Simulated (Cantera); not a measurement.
A perfectly stirred reactor is fed with CH4 : O2 : N2 = 1 : 2.33 : 11.4 (molar parts), equivalence ratio 0.86, at 23000 Pa; it is adiabatic with a 325 K inlet, and is followed from long to short residence time, starting on the burning branch (τ in s: 0.49, 0.19, 0.075, 0.029, 0.012, 0.0045, 0.0018, 0.0007, 0.00027, 0.00011, 4.2e-05).

Model: GRI-Mech 3.0 (53 species, 325 reactions), integrated in Cantera.

Problem. What does this change do: N2 11.4 to 8.9 parts?

Solution. 
| quantity | before | after |
|---|---|---|
| blow-out, bracketed by the residence times tried | burning at 0.700 ms, out at 0.270 ms | burning at 0.700 ms, out at 0.270 ms |
| x(CH4) at τ = 0.490 s | 5.05e-6 | 2.80e-6 |
| x(O2) at τ = 0.490 s | 0.0231 | 0.0280 |
| x(NO) at τ = 0.490 s | 7.68e-5 | 0.000624 |
| x(CH3) at τ = 0.490 s | 1.36e-6 | 1.04e-6 |
| x(HO2) at τ = 0.490 s | 5.82e-7 | 7.56e-7 |
| x(CH4) at τ = 4.50 ms | 0.000149 | 9.14e-5 |
| x(O2) at τ = 4.50 ms | 0.0308 | 0.0370 |
| x(NO) at τ = 4.50 ms | 1.83e-5 | 3.76e-5 |
| x(CH3) at τ = 4.50 ms | 2.30e-5 | 2.06e-5 |
| x(HO2) at τ = 4.50 ms | 3.97e-6 | 3.50e-6 |
